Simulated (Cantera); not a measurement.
Charge: 1 mol SiF₄, 0.32 mol NH₃, 25 mol N₂, at 1330 Pa.

Cantera equilibrium calculation (NASA polynomials, part measured and part estimated; ideal gas, pure solids and liquids). Candidate condensed phases: Si, Si₃N₄; 37 gas species. The tables' values for SiF₃, SiF₂ are old estimates; treat these amounts as uncertain. Kinetics and transport are ignored.

x: gas mole fraction; n: condensed amount in mol.

| T (K) | x N₂ | x SiF₄ | x H₂ | x HF | n Si₃N₄(s) |
|---|---|---|---|---|---|
| 700 | 0.944 | 0.0375 | 0.0180 | (withheld) | 0 |
| 800 | 0.944 | 0.0375 | 0.0180 | (withheld) | 0 |
| 900 | 0.944 | 0.0375 | 0.0180 | (withheld) | 8.89e-5 |
| 1000 | 0.944 | 0.0375 | 0.0180 | (withheld) | 0.000209 |
| 1100 | 0.944 | 0.0374 | 0.0179 | (withheld) | 0.000368 |
| 1200 | 0.944 | 0.0372 | 0.0178 | (withheld) | 0.000352 |
| 1300 | 0.944 | 0.0367 | 0.0176 | (withheld) | 0 |
| 1400 | 0.944 | 0.0357 | 0.0170 | (withheld) | 0 |
| 1500 | 0.943 | 0.0340 | 0.0161 | (withheld) | 0 |
| 1600 | 0.941 | 0.0313 | 0.0146 | (withheld) | 0 |

Some entries are withheld; supply them.


- 700, x HF: 3.42e-6
- 800, x HF: 1.47e-5
- 900, x HF: 4.56e-5
- 1000, x HF: 0.000112
- 1100, x HF: 0.000233
- 1200, x HF: 0.000427
- 1300, x HF: 0.000839
- 1400, x HF: 0.00186
- 1500, x HF: 0.00369
- 1600, x HF: 0.00661
